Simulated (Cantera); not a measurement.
A freely propagating, adiabatic, planar premixed flame of 11.8 % CH4, 19.6 % O2, 68.6 % N2, equivalence ratio 1.2, unburnt at 350 K and 0.390 bar; multicomponent transport, grid criteria slope 0.08 and curve 0.16, no radiation.

Detailed kinetics in Cantera: GRI-Mech 3.0 (53 species, 325 reactions). Burning velocities carry a grid error of a few per cent, more on coarse grids.

Problem. Predict: laminar burning velocity; thermal thickness; peak x(C2H); peak x(HCO); peak x(H).

Solution. 
```json
{
 "laminar_burning_velocity": "65.8 cm/s",
 "thermal_thickness": "0.854 mm",
 "peak x(C2H)": "9.05e-7",
 "peak x(HCO)": "7.16e-5",
 "peak x(H)": "0.0133"
}
```
